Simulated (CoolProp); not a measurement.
A single-stage vapour-compression cycle with the fluid: evaporating at 265.15 K (dew point), condensing at 327.15 K (bubble point), superheat 5 K, subcooling 0 K, compressor efficiency 0.6, no pressure losses. The same conditions are run with several fluids, on thermodynamics alone (safety and materials aside).

Model: reference Helmholtz-energy equation of state of each fluid (R507A: Lemmon 2003; carbonyl sulfide: Lemmon 2006; chloromethane (R40): Thol 2014; hydrogen sulfide: Lemmon 2006; propane: Lemmon 2009; R245ca: Zhou 2016), in CoolProp. Blends and air are pseudo-pure fits.

Rank R507A, carbonyl sulfide, chloromethane (R40), hydrogen sulfide, propane, R245ca by cooling COP, highest first.

chloromethane (R40) (2.01), R245ca (1.93), carbonyl sulfide (1.88), hydrogen sulfide (1.82), propane (1.73), R507A (1.40)

```
fluid                pressure ratio  discharge temperature (K)  refrigerating effect (kJ/kg)  volumetric capacity (kJ/m³)
-------------------  --------------  -------------------------  ----------------------------  ---------------------------
R507A                          5.37                      355.0                          77.8                         1880
carbonyl sulfide               4.85                      425.2                           196                         2900
chloromethane (R40)            6.40                      450.2                           314                         1440
hydrogen sulfide               4.76                      461.9                           342                         4620
propane                        5.06                      360.9                           225                         1780
R245ca                         11.9                      354.1                           141                          195
```
